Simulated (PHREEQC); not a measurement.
PHREEQC input (ion-association model, phreeqc.dat):

```
SOLUTION 1
  temp 25
  units mol/kgw
  pH 7 charge
  Cl 0.13
  K 0.13
END
SELECTED_OUTPUT 1
  -reset false
  -pH true
  -pe true
  -ionic_strength true
  -water true
  -totals Cl K Mtg
  -molalities H+ K+ Cl- OH-
  -saturation_indices Sylvite
USER_PUNCH 1
  -headings p_Mtg(g) phi_Mtg(g) p_H2O(g) phi_H2O(g) density
  10 PUNCH PR_P("Mtg(g)"), PR_PHI("Mtg(g)"), PR_P("H2O(g)"), PR_PHI("H2O(g)"), RHO
PRINT
  -reset false
USE solution 1
REACTION_TEMPERATURE 1
  50
GAS_PHASE 1
  -fixed_pressure
  -pressure 2
  -temperature 50
  -volume 20
  Mtg(g) 2
  H2O(g) 0
END
# ... the last block is repeated for the other 12 points of P (atm)
```

Selected output (columns that matter, 13 of 13 rows; P (atm) added in front):

```
P (atm)	pH	mu	Cl	K	Mtg	m_H+	m_K+	m_Cl-	si_Sylvite	p_Mtg(g)	phi_Mtg(g)	p_H2O(g)	phi_H2O(g)	density
2	6.6101	0.13023	0.13023	0.13023	0.0019924	3.0382e-07	0.13023	0.13023	-3.0519	1.8781	0.99664	0.12186	0.99228	0.99399
5	6.6096	0.13023	0.13022	0.13022	0.0051282	3.0417e-07	0.13022	0.13022	-3.0524	4.8769	0.9915	0.12311	0.9842	0.99407
10	6.6087	0.13023	0.13023	0.13023	0.010234	3.0475e-07	0.13023	0.13023	-3.053	9.8748	0.98313	0.12521	0.97091	0.99421
20	6.607	0.13024	0.13024	0.13024	0.020007	3.0592e-07	0.13024	0.13024	-3.0543	19.87	0.96688	0.12953	0.94487	0.99448
30	6.6053	0.13025	0.13025	0.13025	0.02923	3.071e-07	0.13025	0.13025	-3.0555	29.866	0.95129	0.13399	0.91952	0.99477
40	6.6036	0.13026	0.13026	0.13026	0.037936	3.0829e-07	0.13026	0.13026	-3.0567	39.861	0.93635	0.13861	0.89489	0.99506
50	6.6019	0.13028	0.13028	0.13028	0.046159	3.0948e-07	0.13028	0.13028	-3.0579	49.857	0.92205	0.14337	0.87098	0.99536
75	6.5976	0.13031	0.13031	0.13031	0.064819	3.1249e-07	0.13031	0.13031	-3.0609	74.844	0.88912	0.15591	0.81451	0.99614
100	6.5932	0.13034	0.13034	0.13034	0.081135	3.1554e-07	0.13034	0.13034	-3.0639	99.831	0.86011	0.16925	0.76297	0.99695
150	6.5845	0.13041	0.13041	0.13041	0.10833	3.2175e-07	0.13041	0.13041	-3.0696	149.8	0.81329	0.19774	0.67534	0.99863
200	6.5758	0.13047	0.13047	0.13047	0.13035	3.281e-07	0.13047	0.13047	-3.0751	199.77	0.77978	0.22731	0.60749	1.0004
300	6.5583	0.13055	0.13055	0.13055	0.1651	3.4123e-07	0.13055	0.13055	-3.0859	299.72	0.74335	0.28499	0.51798	1.0039
400	6.5408	0.13059	0.13059	0.13059	0.19271	3.5492e-07	0.13059	0.13059	-3.0962	399.66	0.73473	0.33757	0.46727	1.0075
```

Away from 25 °C the constants follow the database's enthalpies or fits; those with neither stay at their 25 °C values.
